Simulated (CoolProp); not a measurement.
Vapour-liquid equilibrium of propylene (1) + acetone (2) at 287.2 K; x and y are mole fractions of (1).

Values from CoolProp's multi-fluid Helmholtz-energy mixture model, Lemmon 2013 and Lemmon 2006; pair parameters Bell 2016.

Task: Give the bubble pressure and the first vapour's composition at x = 0.05, 0.125, 0.8. Is there an azeotrope?

Result: x = 0.05: 0.1144 MPa, y = 0.838; x = 0.125: 0.2489 MPa, y = 0.927; x = 0.8: 0.7339 MPa, y = 0.984. No azeotrope shows between x = 0.05 and 0.95.

The pair parameters rest on a limited set of measurements; away from them the model extrapolates. With so large a gap from Raoult's law the liquid may split in two, which this calculation doesn't test in full.
